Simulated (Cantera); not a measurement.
A perfectly stirred reactor is fed with 1.29 % C2H6, 9.78 % O2, 86.1 % N2, 2.83 % H2O, equivalence ratio 0.46, at 6.40 bar; it is adiabatic with a 575 K inlet, and is followed from long to short residence time, starting on the burning branch (τ in s: 0.48, 0.22, 0.098, 0.044, 0.02, 0.0089, 0.004, 0.0018, 0.00082, 0.00037, 0.00017, 7.5e-05, 3.4e-05).

Detailed kinetics in Cantera: GRI-Mech 3.0 (53 species, 325 reactions).

Problem. Predict: blow-out, bracketed by the residence times tried; x(C2H6) at τ = 0.480 s; x(O2) at τ = 0.480 s; x(H2O) at τ = 0.480 s; x(NO2) at τ = 0.480 s; x(C2H6) at τ = 4.00 ms; x(O2) at τ = 4.00 ms; x(H2O) at τ = 4.00 ms.

Solution. 
| Item | Result |
|---|---|
| blow-out, bracketed by the residence times tried | burning at 0.220 s, out at 98.0 ms |
| x(C2H6) at τ = 0.480 s | 7.97e-5 |
| x(O2) at τ = 0.480 s | 0.0552 |
| x(H2O) at τ = 0.480 s | 0.0654 |
| x(NO2) at τ = 0.480 s | 1.42e-9 |
| x(C2H6) at τ = 4.00 ms | 0.0129 |
| x(O2) at τ = 4.00 ms | 0.0978 |
| x(H2O) at τ = 4.00 ms | 0.0283 |
